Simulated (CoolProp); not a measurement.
A simple Rankine cycle with water: condensing at 308.15 K, boiler at 0.103 MPa, turbine inlet 388.5 K, turbine efficiency 0.9, pump efficiency 0.7, no recuperator. Each further row changes one setting.

Model: reference Helmholtz-energy equation of state, Wagner 2002, in CoolProp.

| case | thermal efficiency (%) | net work (kJ/kg) | heat in (kJ/kg) | turbine exit temperature (K) | volume ratio over the turbine |
|---|---|---|---|---|---|
| as stated | 15.0 | 384 | 2560 | 308.1 | 13.2 |
| turbine inlet 408.5 K | 15.1 | 392 | 2600 | 308.1 | 12.7 |
| condensing temperature 300.15 K | 16.7 | 434 | 2590 | 300.2 | 20.0 |
| boiler pressure 0.0721 MPa | 13.2 | 339 | 2560 | 308.1 | 9.41 |
| turbine efficiency 0.8 | 13.3 | 341 | 2560 | 308.1 | 13.5 |

The expansion ends wet for: as stated; turbine inlet 408.5 K; condensing temperature 300.15 K; boiler pressure 0.0721 MPa; turbine efficiency 0.8.
